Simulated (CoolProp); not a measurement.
Vapour-liquid equilibrium of toluene (1) + n-octane (2) at 1.01 MPa; x and y are mole fractions of (1).

Model: multi-fluid Helmholtz-energy mixture model, Lemmon 2006 and Beckmüller 2019; pair parameters Bell 2016, in CoolProp.

```csv
x,"bubble temperature, mixture model (K)","bubble temperature, Raoult's law (K)","y, mixture model","y, Raoult's law"
0.05,506.3,506.9,0.065,0.065
0.125,504.2,505.4,0.159,0.159
0.2,___,504.0,0.247,0.248
0.275,500.4,502.7,0.330,0.334
0.35,498.7,501.3,0.408,0.416
0.425,497.2,500.0,0.482,0.495
0.5,495.9,498.7,___,0.570
0.575,494.7,497.4,0.622,0.643
0.65,493.6,496.1,___,0.712
0.725,492.7,494.9,0.754,0.778
0.8,491.9,493.7,0.820,0.842
0.875,491.3,492.5,___,0.903
0.95,490.8,491.3,0.953,0.962
```

Q: What belongs in the gaps?

A: 
- 0.2, bubble temperature, mixture model (K): 502.2
- 0.5, y, mixture model: 0.554
- 0.65, y, mixture model: 0.689
- 0.875, y, mixture model: 0.886

The largest gap from Raoult's law is -2.8 K in bubble temperature, at x = 0.5. No azeotrope shows between x = 0.05 and 0.95.

The pair parameters rest on a limited set of measurements; away from them the model extrapolates.
